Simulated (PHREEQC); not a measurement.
Make-up at 35 °C: 0.11 mol NaOH and 5.2e-05 mol NaAlO2 per kg of water. Closed to the air; pH follows from the charge balance.

The numbers come from PHREEQC with the ion-association model, wateq4f.dat.

| quantity | before | after |
|---|---|---|
| pH | 12.61 | 12.46 |
| ionic strength (mol/kgw) | 0.110 | 0.110 |

Problem. Which change was made?
A) 0.0072 mol/kgw KOH added
B) NaOH left out
C) temperature from 35 to 40 °C
D) NaAlO2 left out
E) NaOH from 0.11 to 0.055 mol/kgw

Solution. C, temperature from 35 to 40 °C

No solid was allowed to form. Away from 25 °C the constants follow the database's enthalpies or fits; those with neither stay at their 25 °C values.
